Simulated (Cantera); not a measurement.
A closed system holds: 1 mol CH4, 0.18 mol H2O, 0.91 mol N2, held at 1075 K.

Equilibrium computed with Cantera from the NASA thermochemical tables; the gas is ideal and each condensed phase is pure. Candidate condensed phases: C, C6H6, C7H8, C8H18, H2O; 136 gas species. The ideal-gas law is rough above about 30 bar. Equilibrium is a limit: real reactors are often held back by kinetics, nucleation or transport.

At 100 bar, list the 6 most abundant gas species with their mole fractions, and the condensed phases.

N2 0.375, CH4 0.295, H2 0.256, H2O 0.0516, CO 0.0160, CO2 0.00346. Condensed: C(graphite).
